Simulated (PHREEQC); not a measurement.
Consider water at 20 °C with 0.0021 mol H3PO4, 6.9e-05 mol HNO3 and 0.00048 mol NiSO4 per kg of water. Closed to the air; pH follows from the charge balance.

All values are PHREEQC results (ion-association model, wateq4f.dat), not measurements.

Each row changes one thing in this solution. No solid was allowed to form.

```tsv
case	pH	ionic strength (mol/kgw)	H2PO4- (mol/kgw)	Ni+2 (mol/kgw)	SO4-2 (mol/kgw)	H3PO4 (mol/kgw)	SI of Morenosite (NiSO4:7H2O)
as made	2.78	0.00354	0.00173	0.000459	0.000410	0.000371	-4.55
H3PO4 from 0.0021 to 0.00315 mol/kgw	2.64	0.00421	0.00243	0.000460	0.000396	0.000719	-4.58
temperature from 20 to 90 °C	2.87	0.00311	0.00155	0.000457	0.000287	0.000548	-5.15
temperature from 20 to 60 °C	2.83	0.00331	0.00162	0.000456	0.000356	0.000483	(withheld)
NiSO4 from 0.00048 to 0.0048 mol/kgw	2.85	0.0167	0.00179	0.00386	0.00357	0.000307	-2.90
HNO3 from 6.9e-05 to 0.000138 mol/kgw	2.77	0.00359	0.00172	0.000459	0.000409	0.000381	-4.55
H3PO4 from 0.0021 to 0.00231 mol/kgw	(withheld)	0.00368	0.00188	0.000459	0.000407	0.000434	-4.56
0.00028 mol/kgw NaOH added	2.85	0.00359	0.00177	0.000459	0.000415	0.000329	-4.55
```

Task: Complete the blanks.

Result: 
- temperature from 20 to 60 °C, SI of Morenosite (NiSO4:7H2O): -4.89
- H3PO4 from 0.0021 to 0.00231 mol/kgw, pH: 2.75

H3PO4, which wateq4f.dat lacks, is added to it with the constant of phreeqc.dat. At this temperature some constants are extrapolated from 25 °C, and those without enthalpy data are left unchanged. The database has no phosphate complexes of Ni.
